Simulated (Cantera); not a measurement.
What does this Cantera script print?

```python
import numpy as np
import cantera as ct

gas_names = """
    H H2 N NH NH2 NH3 N2 N2H2 N2H4 Si SiH SiH2 SiH3 SiH4 SiN Si2 Si2N Si3
""".split()
cond_names = """
    Si(cr) Si(L) Si3N4(a)
""".split()


# ... load() reads the species with a 1 bar reference pressure and builds the phases ...
atoms = {
    'SiH4': {'Si': 1, 'H': 4},
    'NH3': {'N': 1, 'H': 3},
    'H2': {'H': 2},
    'N2': {'N': 2},
}
top_T = {'Si3N4(a)': 2400}  # K; cautious upper limits of use, not melting points


# ... equilibrate(T, P, feed) seeds the gas with the atoms and calls Mixture.equilibrate('TP', solver="vcs", rtol=1e-11, max_steps=5000) ...
results = []
feed = {'SiH4': 1, 'NH3': 1.2, 'H2': 44, 'N2': 0.22}  # mol
T = 1450  # K
for P in [5, 36, 260, 1900, 14000, 100000]:
    mix = equilibrate(T, P, feed)
    results.append((T, P, feed, dict(zip(mix.species_names, mix.species_moles))))

top = {s: max(r[3][s] / sum(r[3][g] for g in gas_names) for r in results) for s in gas_names}
cols = sorted((s for s in top if top[s] > 1e-05), key=lambda s: -top[s])[:5]
seen = [c for c in cond_names if any(r[3].get(c, 0) > 1e-12 for r in results)]
print("log10 of partial pressures in bar; condensed amounts in mol")
print(f"{'P/Pa':>10s}" + "".join(f"{s[:9]:>10s}" for s in cols + seen))
for T, P, feed, n in results:
    ng = sum(n[g] for g in gas_names)
    print(f"{P:10.4g}" + "".join(f"{np.log10(max(n[s] / ng * P / 1e5, 1e-99)):10.3f}" for s in cols)
          + "".join(f"{n.get(c, 0):10.4g}" for c in seen))
```

It prints:

```
log10 of partial pressures in bar; condensed amounts in mol
      P/Pa        H2        N2         H        Si    Si(cr)  Si3N4(a)
         5    -4.309    -6.074    -7.179    -8.512    0.9969         0
        36    -3.451    -5.217    -6.750    -8.512    0.9995         0
       260    -2.588    -4.767    -6.318    -8.512     0.245    0.2516
      1900    -1.723    -4.216    -5.886    -8.879         0    0.3333
   1.4e+04    -0.855    -3.349    -5.452    -9.457         0    0.3333
     1e+05    -0.001    -2.495    -5.025   -10.026         0    0.3333
```

These are equilibrium values from Cantera (NASA tables, ideal gas, pure condensed phases), not measurements of a reactor. Mutual solubility and eutectic melting of coexisting phases are not modelled.
